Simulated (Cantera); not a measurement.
Thermodynamics of silicon oxide and oxynitride deposition, feed TEOS + O2 + H2

A closed system holds: 1 mol TEOS, 29 mol O2, 4.3 mol H2, at 1900 K and 0.930 bar.

Method: chemical equilibrium by Gibbs-energy minimisation in Cantera with the NASA 1993 tables (ideal gas, pure condensed phases). Candidate condensed phases: C, C6H6, C7H8, C8H18, H2O, Si, SiC, SiO2; 123 gas species. The feed counts by its element totals alone. The tables hold silica as quartz up to 1696 K and as liquid above; real silica turns to tridymite and cristobalite and melts near 1996 K. Gases not in the tables: Si(OH)4. The numbers say what is thermodynamically allowed, not how fast it happens.

x(O2): 0.399
x(H2O): 0.383
x(CO2): 0.215
x(OH): 0.00286
x(O): 0.000195
x(CO): 0.000194
x(H2): 8.19e-5
x(H): 7.45e-6
x(HO2): 5.78e-6
n(SiO2(condensed)): 1.000 mol
gas amount: 37.19 mol
log10 activity of C(graphite) (absent): -11.16
log10 activity of Si(l) (absent): -15.24
